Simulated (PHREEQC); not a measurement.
Ca(OH)2 is added in steps, without added water, to 1 kg of water holding 0.13 mol/kgw CsF, at 25 °C. Oxygen is held at 0.21 atm. CO2 is held at log p = -1 (atm). Solids allowed: Calcite, Fluorite, Portlandite. Others were left out.

Base run: PHREEQC, ion-association model, wateq4f.dat. Each further column changes one thing. The table gives Ca in solution (mol/kgw).

```json
[
 {"Ca(OH)2 added (mol)": "0", "base": "0", "Davies equation for every ion": "0", "all activity coefficients set to 1": "0", "metal-ligand complexes left out": "0", "Debye-Hückel limiting law": "0"},
 {"Ca(OH)2 added (mol)": "0.02", "base": "2.29e-8", "Davies equation for every ion": "2.23e-8", "all activity coefficients set to 1": "7.37e-9", "metal-ligand complexes left out": "1.56e-8", "Debye-Hückel limiting law": "4.90e-8"},
 {"Ca(OH)2 added (mol)": "0.04", "base": "8.00e-8", "Davies equation for every ion": "7.74e-8", "all activity coefficients set to 1": "2.80e-8", "metal-ligand complexes left out": "5.05e-8", "Debye-Hückel limiting law": "1.65e-7"},
 {"Ca(OH)2 added (mol)": "0.06", "base": "2.18e-6", "Davies equation for every ion": "2.10e-6", "all activity coefficients set to 1": "8.41e-7", "metal-ligand complexes left out": "1.26e-6", "Debye-Hückel limiting law": "4.33e-6"},
 {"Ca(OH)2 added (mol)": "0.08", "base": "5.43e-5", "Davies equation for every ion": "5.67e-5", "all activity coefficients set to 1": "2.30e-5", "metal-ligand complexes left out": "3.09e-5", "Debye-Hückel limiting law": "0.000117"},
 {"Ca(OH)2 added (mol)": "0.1", "base": "5.44e-5", "Davies equation for every ion": "5.67e-5", "all activity coefficients set to 1": "2.30e-5", "metal-ligand complexes left out": "3.09e-5", "Debye-Hückel limiting law": "0.000117"},
 {"Ca(OH)2 added (mol)": "0.12", "base": "5.44e-5", "Davies equation for every ion": "5.68e-5", "all activity coefficients set to 1": "2.30e-5", "metal-ligand complexes left out": "3.10e-5", "Debye-Hückel limiting law": "0.000118"},
 {"Ca(OH)2 added (mol)": "0.14", "base": "5.44e-5", "Davies equation for every ion": "5.68e-5", "all activity coefficients set to 1": "2.30e-5", "metal-ligand complexes left out": "3.10e-5", "Debye-Hückel limiting law": "0.000118"},
 {"Ca(OH)2 added (mol)": "0.16", "base": "5.44e-5", "Davies equation for every ion": "5.68e-5", "all activity coefficients set to 1": "2.30e-5", "metal-ligand complexes left out": "3.10e-5", "Debye-Hückel limiting law": "0.000118"},
 {"Ca(OH)2 added (mol)": "0.18", "base": "5.45e-5", "Davies equation for every ion": "5.68e-5", "all activity coefficients set to 1": "2.30e-5", "metal-ligand complexes left out": "3.10e-5", "Debye-Hückel limiting law": "0.000118"},
 {"Ca(OH)2 added (mol)": "0.2", "base": "5.45e-5", "Davies equation for every ion": "5.69e-5", "all activity coefficients set to 1": "2.30e-5", "metal-ligand complexes left out": "3.10e-5", "Debye-Hückel limiting law": "0.000118"}
]
```
